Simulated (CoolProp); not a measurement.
Vapour-liquid equilibrium of CF4 (R14) (1) + R13 (2) at 146.9 K; x and y are mole fractions of (1).

Values from CoolProp's multi-fluid Helmholtz-energy mixture model, Platzer 1990 and Platzer 1990; pair parameters Bell 2016. This equation is an older, rougher fit; its heat capacities, sound speeds and derivatives of the liquid may be far off and weren't checked against measurements.

```json
[
 {"x": "0.05", "bubble pressure (MPa)": "0.01295", "y at the bubble point": "0.712", "dew pressure at overall composition x (MPa)": "0.004100", "liquid density (mol/L)": "16.21"},
 {"x": "0.15", "bubble pressure (MPa)": "0.02855", "y at the bubble point": "0.880", "dew pressure at overall composition x (MPa)": "0.004573", "liquid density (mol/L)": "16.41"},
 {"x": "0.25", "bubble pressure (MPa)": "0.04160", "y at the bubble point": "0.925", "dew pressure at overall composition x (MPa)": "0.005168", "liquid density (mol/L)": "16.61"},
 {"x": "0.35", "bubble pressure (MPa)": "0.05284", "y at the bubble point": "0.947", "dew pressure at overall composition x (MPa)": "0.005942", "liquid density (mol/L)": "16.81"},
 {"x": "0.45", "bubble pressure (MPa)": "0.06284", "y at the bubble point": "0.960", "dew pressure at overall composition x (MPa)": "0.006988", "liquid density (mol/L)": "17.01"},
 {"x": "0.55", "bubble pressure (MPa)": "0.07209", "y at the bubble point": "0.970", "dew pressure at overall composition x (MPa)": "0.008481", "liquid density (mol/L)": "17.21"},
 {"x": "0.65", "bubble pressure (MPa)": "0.08099", "y at the bubble point": "0.977", "dew pressure at overall composition x (MPa)": "0.01078", "liquid density (mol/L)": "17.41"},
 {"x": "0.75", "bubble pressure (MPa)": "0.08992", "y at the bubble point": "0.984", "dew pressure at overall composition x (MPa)": "0.01479", "liquid density (mol/L)": "17.62"},
 {"x": "0.85", "bubble pressure (MPa)": "0.09924", "y at the bubble point": "0.990", "dew pressure at overall composition x (MPa)": "0.02348", "liquid density (mol/L)": "17.81"},
 {"x": "0.95", "bubble pressure (MPa)": "0.1093", "y at the bubble point": "0.997", "dew pressure at overall composition x (MPa)": "0.05493", "liquid density (mol/L)": "18.01"}
]
```

No azeotrope shows between x = 0.05 and 0.95.

The pair parameters rest on a limited set of measurements; away from them the model extrapolates.
